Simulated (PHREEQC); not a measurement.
1.4 g of hydrous ferric oxide (600 m²/g; 0.2 weak and 0.005 strong sites per Fe, Dzombak-Morel constants, diffuse double layer) in 1 kg of water with 0.1 mol/kgw of an inert sodium salt, at 25 °C; the pH is set by adding NaOH or the inert anion's acid. Oxygen is held at 0.21 atm. No CO2 enters from the air. No solid was allowed to form.

Equilibrium calculation in PHREEQC: ion-association model, wateq4f.dat.

Task: Predict surface charge σ (C/m²) at pH = 4.5, 6.5, 8.5, 9.

Result: 
| pH | surface charge σ (C/m²) |
|---|---|
| 4.5 | 0.273 |
| 6.5 | 0.074 |
| 8.5 | -0.014 |
| 9 | -0.034 |

Species that the database lacks are ignored.
